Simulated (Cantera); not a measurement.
Cantera run, input and output.

```python
import numpy as np
import cantera as ct

gas = ct.Solution("gri30.yaml")
gas.TPX = 2125, 35000, {'CH4': 1, 'H2O': 0.59}
reactor = ct.IdealGasConstPressureReactor(gas, energy="off", clone=False)
net = ct.ReactorNet([reactor])
net.rtol, net.atol = 1e-08, 1e-18
show = ['CH4', 'H2O', 'H2', 'HO2', 'CH3']
times = np.geomspace(1e-06, 20, 15)

steps = ct.SolutionArray(gas, extra=["t"])
rows = []
print(f"{'t/s':>10s}{'T/K':>9s}{'P/Pa':>11s}" + "".join(f"{s:>11s}" for s in show))
for t in times:
    while net.time < t:
        t_next = net.step()
        steps.append(gas.state, t=t_next)
    rows.append([np.interp(t, steps.t, y) for y in (steps.T, steps.P, *steps(*show).X.T)])
    print(f"{t:10.3e}{rows[-1][0]:9.1f}{rows[-1][1]:11.4g}" + "".join(f"{x:11.3e}" for x in rows[-1][2:]))
rate = np.gradient(steps.T, steps.t)
print("integrator steps:", len(steps.t))
if steps.T.max() > steps.T[0] + 200:
    print(f"time of steepest temperature rise: {steps.t[rate.argmax()]:.4e} s")
gas.TPX = 2125, 35000, {'CH4': 1, 'H2O': 0.59}
gas.equilibrate("TP")
print(f"equilibrium (TP): T = {gas.T:.1f} K  " + "  ".join(f"{s} {gas[s].X[0]:.3e}" for s in show))
```

It prints:

```
       t/s      T/K       P/Pa        CH4        H2O         H2        HO2        CH3
 1.000e-06   2125.0    3.5e+04  6.259e-01  3.706e-01  1.121e-03  1.181e-13  2.284e-03
 3.323e-06   2125.0    3.5e+04  6.185e-01  3.695e-01  4.093e-03  1.170e-12  7.583e-03
 1.104e-05   2125.0    3.5e+04  5.848e-01  3.647e-01  2.197e-02  1.188e-11  2.261e-02
 3.669e-05   2125.0    3.5e+04  3.732e-01  3.241e-01  1.928e-01  7.183e-11  3.526e-02
 1.219e-04   2125.0    3.5e+04  1.289e-01  2.522e-01  4.506e-01  7.298e-11  1.446e-02
 4.051e-04   2125.0    3.5e+04  3.983e-02  2.154e-01  5.520e-01  7.214e-11  5.071e-03
 1.346e-03   2125.0    3.5e+04  1.497e-02  1.728e-01  6.043e-01  6.009e-11  2.136e-03
 4.472e-03   2125.0    3.5e+04  1.015e-02  1.044e-01  6.597e-01  2.145e-11  1.417e-03
 1.486e-02   2125.0    3.5e+04  5.566e-03  3.584e-02  7.144e-01  2.497e-12  7.610e-04
 4.938e-02   2125.0    3.5e+04  1.785e-03  3.318e-03  7.414e-01  2.197e-14  2.454e-04
 1.641e-01   2125.0    3.5e+04  4.427e-04  4.009e-06  7.449e-01  3.302e-20  6.121e-05
 5.452e-01   2125.0    3.5e+04  4.304e-04  4.882e-07  7.450e-01  5.469e-22  5.952e-05
 1.811e+00   2125.0    3.5e+04  4.304e-04  4.882e-07  7.450e-01  5.469e-22  5.952e-05
 6.019e+00   2125.0    3.5e+04  4.304e-04  4.882e-07  7.450e-01  5.469e-22  5.952e-05
 2.000e+01   2125.0    3.5e+04  4.304e-04  4.882e-07  7.450e-01  5.469e-22  5.952e-05
integrator steps: 1614
equilibrium (TP): T = 2125.0 K  CH4 4.307e-04  H2O 4.894e-07  H2 7.450e-01  HO2 5.495e-22  CH3 5.956e-05
```

Cantera simulation using GRI-Mech 3.0 (53 species, 325 reactions); the numbers are that mechanism's predictions, not measurements. GRI-Mech 3.0 stops at C3 and has no aromatics, soot or wall deposition, so with more carbon than oxygen in the feed, carbon stays in small species such as C2H2 where larger ones or solid carbon would form.
